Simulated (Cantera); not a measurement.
## Equilibrium for silicon oxide and oxynitride deposition: SiH4 + O3

A closed system holds: 1 mol SiH4, a varied amount of O3, equilibrated at 1725 K and 13.0 mbar.

Cantera equilibrium calculation (NASA polynomials, part measured and part estimated; ideal gas, pure solids and liquids). Candidate condensed phases: H2O, Si, SiO2; 18 gas species. The tables hold silica as quartz up to 1696 K and as liquid above; real silica turns to tridymite and cristobalite and melts near 1996 K. Gases not in the tables: Si(OH)4. The numbers say what is thermodynamically allowed, not how fast it happens.

From 0.45 mol O3 to 3.7 mol O3 the condensed part is SiO2(condensed).

```json
[
 {"n(O3) (mol)": "0.45", "log p H2O": "-5.84", "log p H2": "-2.01", "log p O2": "<-13", "log p SiO": "-2.50", "n SiO2(condensed)": "0.350"},
 {"n(O3) (mol)": "0.73", "log p H2O": "-2.91", "log p H2": "-1.93", "log p O2": "-11.12", "log p SiO": "-5.35", "n SiO2(condensed)": "0.999"},
 {"n(O3) (mol)": "1", "log p H2O": "-2.19", "log p H2": "-2.19", "log p O2": "-9.17", "log p SiO": "-6.32", "n SiO2(condensed)": "1.000"},
 {"n(O3) (mol)": "1.3", "log p H2O": "-1.91", "log p H2": "-3.19", "log p O2": "-6.61", "log p SiO": "-7.60", "n SiO2(condensed)": "1.000"},
 {"n(O3) (mol)": "1.5", "log p H2O": "-1.94", "log p H2": "-5.10", "log p O2": "-2.84", "log p SiO": "-9.49", "n SiO2(condensed)": "1.00"},
 {"n(O3) (mol)": "1.8", "log p H2O": "-2.02", "log p H2": "-5.37", "log p O2": "-2.47", "log p SiO": "-9.67", "n SiO2(condensed)": "1.00"},
 {"n(O3) (mol)": "2.1", "log p H2O": "-2.09", "log p H2": "-5.51", "log p O2": "-2.33", "log p SiO": "-9.75", "n SiO2(condensed)": "1.00"},
 {"n(O3) (mol)": "2.4", "log p H2O": "-2.14", "log p H2": "-5.61", "log p O2": "-2.24", "log p SiO": "-9.79", "n SiO2(condensed)": "1.00"},
 {"n(O3) (mol)": "2.6", "log p H2O": "-2.18", "log p H2": "-5.66", "log p O2": "-2.20", "log p SiO": "-9.81", "n SiO2(condensed)": "1.00"},
 {"n(O3) (mol)": "2.9", "log p H2O": "-2.23", "log p H2": "-5.73", "log p O2": "-2.15", "log p SiO": "-9.83", "n SiO2(condensed)": "1.00"},
 {"n(O3) (mol)": "3.2", "log p H2O": "-2.27", "log p H2": "-5.79", "log p O2": "-2.12", "log p SiO": "-9.85", "n SiO2(condensed)": "1.00"},
 {"n(O3) (mol)": "3.5", "log p H2O": "-2.31", "log p H2": "-5.85", "log p O2": "-2.10", "log p SiO": "-9.86", "n SiO2(condensed)": "1.00"},
 {"n(O3) (mol)": "3.7", "log p H2O": "-2.33", "log p H2": "-5.88", "log p O2": "-2.08", "log p SiO": "-9.87", "n SiO2(condensed)": "1.00"}
]
```
log p: log10 of the partial pressure in bar; n: condensed amount in mol.
